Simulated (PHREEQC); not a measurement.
Dissolve 3.5 mol/kgw MgCl2 and 0.018 mol/kgw H3BO3 at 20 °C. Closed to the air; pH follows from the charge balance.

Equilibrium calculation in PHREEQC: Pitzer model, pitzer.dat.

```csv
quantity,before,after
MgB(OH)4+ (mol/kgw),2.14e-5,3.12e-6
B(OH)4- (mol/kgw),2.36e-6,2.08e-6
MgOH+ (mol/kgw),1.48e-7,3.92e-8
B3O3(OH)4- (mol/kgw),1.41e-7,1.54e-9
SI of Bischofite (MgCl2:6H2O),-1.80,-5.50
SI of MgCl2_4H2O (MgCl2:4H2O),-3.85,-7.89
```

Question: Name the change that produced these shifts.
A. temperature from 20 to 55 °C
B. MgCl2 from 3.5 to 3.85 mol/kgw
C. H3BO3 from 0.018 to 0.09 mol/kgw
D. diluted 2-fold with water
E. diluted 5-fold with water

Answer: E, diluted 5-fold with water

Precipitation was switched off in this run. In brines, pH and single-ion activities rest on the MacInnes convention.
